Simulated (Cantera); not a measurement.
Charge: 1 mol CH2F2, 1 mol CH4, 6.1 mol H2, held at 10.0 Torr.

Method: chemical equilibrium by Gibbs-energy minimisation in Cantera with the NASA 1993 tables (ideal gas, pure condensed phases). Candidate condensed phases: C, C6H6, C7H8, C8H18; 95 gas species. The numbers say what is thermodynamically allowed, not how fast it happens. All values below are at 2675 K.

Base state: H2 0.504, H 0.318, HF 0.166, C2H2 (acetylene) 0.0108, C2H 0.000693, C3 0.000472, F 0.000335, C 0.000118 (mole fractions); condensed: C(graphite).

### Question
What changes in the equilibrium state with this change: pressure from 10.0 Torr to 100 Torr?

### Answer
| species | before | after |
|---|---|---|
| H2 | 0.504 | 0.682 |
| HF | 0.166 | 0.186 |
| H | 0.318 | 0.117 |
| C2H2 (acetylene) | 0.0108 | 0.0147 |
| C2 | 4.50e-5 | 4.50e-6 |
| C3 | 0.000472 | 4.72e-5 |
| C | 0.000118 | 1.18e-5 |
| CH3 | 4.25e-6 | 2.11e-5 |
| CF | 1.80e-5 | 5.50e-6 |
| C(graphite), mol | 1.70 | 1.67 |

### Question
What changes in the equilibrium state with this change: pressure from 10.0 Torr to 37.5 Torr?

### Answer
```tsv
species	before	after
H2	0.504	0.624
H	0.318	0.182
HF	0.166	0.180
C2H2 (acetylene)	0.0108	0.0134
C3	0.000472	0.000126
C2	4.50e-5	1.20e-5
C	0.000118	3.15e-5
CH3	4.25e-6	1.13e-5
C(graphite), mol	1.70	1.68
```
